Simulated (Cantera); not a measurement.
NiS + H₂ (hydrogen reduction and annealing atmospheres)

Input: 1 mol NiS, a varied amount of H₂, equilibrated at 725 °C and 0.100 bar.

Equilibrium computed with Cantera from the NASA thermochemical tables; the gas is ideal and each condensed phase is pure. Candidate condensed phases: Ni, NiS, NiS₂, Ni₃S₂, Ni₃S₄, S; 9 gas species. Metal and sulfide melt together well below either melting point, which pure phases cannot show. The numbers say what is thermodynamically allowed, not how fast it happens.

```csv
n(H₂) (mol),x H₂,x H₂S,x SH,x S₂,x H,n Ni₃S₂(s),n Ni(s)
82,0.996,0.00406,7.47e-8,8.65e-9,6.79e-9,0.333,0
130,0.997,0.00326,5.98e-8,5.54e-9,6.79e-9,0.288,0.135
200,0.997,0.00326,5.98e-8,5.54e-9,6.79e-9,0.174,0.477
320,0.997,0.00312,5.74e-8,5.10e-9,6.79e-9,0,1.00
500,0.998,0.00200,3.67e-8,2.08e-9,6.80e-9,0,1.00
790,0.999,0.00127,2.32e-8,8.34e-10,6.80e-9,0,1.00
1200,0.999,0.000833,1.53e-8,3.61e-10,6.80e-9,0,1.00
2000,1.000,0.000500,9.17e-9,1.30e-10,6.80e-9,0,1.00
```
x: gas mole fraction; n: condensed amount in mol.

At 82 mol H₂ the condensed part is Ni₃S₂(s). From 130 mol H₂ to 200 mol H₂ the condensed part is Ni(s) + Ni₃S₂(s). From 320 mol H₂ to 2000 mol H₂ the condensed part is Ni(s).
